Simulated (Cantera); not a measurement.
**N2O furnace oxynitridation**

An isothermal, constant-pressure homogeneous reactor starts with N₂O : H₂O = 1 : 0.026 (molar parts), at 1200 K and 0.132 atm.

Detailed kinetics in Cantera: GRI-Mech 3.0 (53 species, 325 reactions). GRI-Mech 3.0 was tuned for natural gas; its chemistry of N2O as a main component is partial and can be far from experiment. The mechanism lacks the step 2 NO + O2 → 2 NO2, which can matter for NO2 below about 1400 K. The temperature is held fixed by assumption; the heat of reaction is taken as removed at once.

```json
[
 {"t (s)": "8.00e-5", "x N₂O": "0.975", "x H₂O": "0.0253", "x H₂": "<1e-12", "x H₂O₂": "<1e-12", "x NO₂": "<1e-12", "x H": "1.13e-11", "x O₂": "1.68e-6"},
 {"t (s)": "0.000204", "x N₂O": "0.975", "x H₂O": "0.0253", "x H₂": "4.42e-12", "x H₂O₂": "<1e-12", "x NO₂": "4.76e-12", "x H": "5.46e-11", "x O₂": "6.26e-6"},
 {"t (s)": "0.000521", "x N₂O": "0.975", "x H₂O": "0.0253", "x H₂": "6.43e-11", "x H₂O₂": "1.52e-11", "x NO₂": "1.87e-10", "x H": "1.64e-10", "x O₂": "1.87e-5"},
 {"t (s)": "0.00133", "x N₂O": "0.974", "x H₂O": "0.0253", "x H₂": "7.01e-10", "x H₂O₂": "4.79e-10", "x NO₂": "7.87e-9", "x H": "4.15e-10", "x O₂": "5.03e-5"},
 {"t (s)": "0.00340", "x N₂O": "0.974", "x H₂O": "0.0253", "x H₂": "5.13e-9", "x H₂O₂": "1.45e-8", "x NO₂": "2.49e-7", "x H": "8.96e-10", "x O₂": "0.000132"},
 {"t (s)": "0.00868", "x N₂O": "0.974", "x H₂O": "0.0253", "x H₂": "2.26e-8", "x H₂O₂": "9.09e-8", "x NO₂": "3.90e-6", "x H": "1.43e-9", "x O₂": "0.000342"},
 {"t (s)": "0.0222", "x N₂O": "0.972", "x H₂O": "0.0253", "x H₂": "5.61e-8", "x H₂O₂": "6.75e-8", "x NO₂": "2.42e-5", "x H": "1.67e-9", "x O₂": "0.000885"},
 {"t (s)": "0.0566", "x N₂O": "0.967", "x H₂O": "0.0253", "x H₂": "7.44e-8", "x H₂O₂": "3.45e-8", "x NO₂": "8.92e-5", "x H": "1.77e-9", "x O₂": "0.00226"},
 {"t (s)": "0.144", "x N₂O": "0.955", "x H₂O": "0.0252", "x H₂": "4.90e-8", "x H₂O₂": "1.73e-8", "x NO₂": "0.000228", "x H": "1.75e-9", "x O₂": "0.00575"},
 {"t (s)": "0.369", "x N₂O": "0.927", "x H₂O": "0.0249", "x H₂": "2.99e-8", "x H₂O₂": "8.18e-9", "x NO₂": "0.000394", "x H": "1.70e-9", "x O₂": "0.0144"},
 {"t (s)": "0.941", "x N₂O": "0.859", "x H₂O": "0.0244", "x H₂": "2.36e-8", "x H₂O₂": "4.72e-9", "x NO₂": "0.000488", "x H": "1.74e-9", "x O₂": "0.0351"},
 {"t (s)": "2.40", "x N₂O": "0.714", "x H₂O": "0.0231", "x H₂": "2.21e-8", "x H₂O₂": "3.79e-9", "x NO₂": "0.000469", "x H": "1.90e-9", "x O₂": "0.0795"},
 {"t (s)": "6.14", "x N₂O": "0.465", "x H₂O": "0.0210", "x H₂": "2.37e-8", "x H₂O₂": "3.32e-9", "x NO₂": "0.000346", "x H": "2.22e-9", "x O₂": "0.156"},
 {"t (s)": "15.7", "x N₂O": "0.182", "x H₂O": "0.0186", "x H₂": "2.62e-8", "x H₂O₂": "2.66e-9", "x NO₂": "0.000198", "x H": "2.50e-9", "x O₂": "0.243"},
 {"t (s)": "40.0", "x N₂O": "0.0284", "x H₂O": "0.0173", "x H₂": "1.59e-8", "x H₂O₂": "1.32e-9", "x NO₂": "0.000128", "x H": "1.12e-9", "x O₂": "0.291"}
]
```
x: mole fraction; the columns are a selection and need not sum to one.

Equilibrium at this temperature and pressure: N₂O 5.22e-9, H₂O 0.0170, H₂ 1.04e-9, H₂O₂ 8.53e-11, NO₂ 1.72e-6, H 1.76e-11, O₂ 0.328 (gas phase only).
